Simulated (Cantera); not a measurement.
# Diamond growth

A diamond (100) surface in a fixed gas of H2 with x(CH4) = 0.0062, x(H) = 0.00081, x(CH3) = 0.0011, 0.150 bar; coverages are run to steady state.

Model: the Harris–Goodwin 1993 mechanism for the reconstructed diamond (100) surface, integrated in Cantera.

| T (K) | growth (µm/h) | θ c6HH | θ c6H* | θ c6*H | θ c6** | θ c6HM |
|---|---|---|---|---|---|---|
| 925 | 24.6 | 0.313 | 0.00555 | 0.143 | 0.00179 | 0.422 |
| 975 | 34.1 | 0.327 | 0.00816 | 0.179 | 0.00291 | 0.362 |
| 1025 | 43.2 | 0.344 | 0.0117 | 0.223 | 0.00454 | 0.297 |
| 1075 | 47.7 | 0.372 | 0.0166 | 0.279 | 0.00696 | 0.219 |
| 1125 | 42.7 | 0.408 | 0.0233 | 0.349 | 0.0103 | 0.132 |
| 1175 | 31.1 | 0.434 | 0.0307 | 0.412 | 0.0142 | 0.0629 |
| 1225 | 21.5 | 0.439 | 0.0372 | 0.454 | 0.0176 | 0.0254 |
| 1275 | 16.6 | 0.434 | 0.0427 | 0.475 | 0.0205 | 0.00959 |
| 1325 | 14.6 | 0.428 | 0.0473 | 0.485 | 0.0229 | 0.00360 |
| 1375 | 12.8 | 0.423 | 0.0515 | 0.489 | 0.0250 | 0.00137 |
θ: site fractions in the mechanism's names (c6HH fully hydrogenated, c6H* and c6*H radical sites, c6** diradical, c6HM methylated).
